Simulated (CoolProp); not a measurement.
Aqueous potassium carbonate as a coolant, at 35 °C, 1 atm.

The numbers come from the Melinder's fits for secondary coolants in CoolProp.

| mass % | freezing point (°C) | viscosity (mPa s) | conductivity (W/(m K)) | Prandtl number | cp (kJ/(kg K)) |
|---|---|---|---|---|---|
| 2.3 | -0.7 | 0.756 | 0.621 | 4.93 | 4.053 |
| 5.5 | -1.8 | 0.820 | 0.618 | 5.18 | 3.904 |
| 8.6 | -3.0 | 0.894 | 0.615 | 5.49 | 3.776 |
| 11.8 | -4.4 | 0.983 | 0.612 | 5.86 | 3.650 |
| 14.9 | -5.8 | 1.08 | 0.609 | 6.27 | 3.529 |
| 18.1 | -7.6 | 1.20 | 0.606 | 6.73 | 3.404 |
| 21.2 | -9.6 | 1.33 | 0.603 | 7.25 | 3.284 |
| 24.3 | -12.2 | 1.49 | 0.600 | 7.87 | 3.170 |
| 27.5 | -15.5 | 1.69 | 0.596 | 8.67 | 3.061 |
| 30.6 | -19.4 | 1.93 | 0.593 | 9.65 | 2.968 |
| 33.8 | -24.5 | 2.24 | 0.588 | 11.0 | 2.883 |
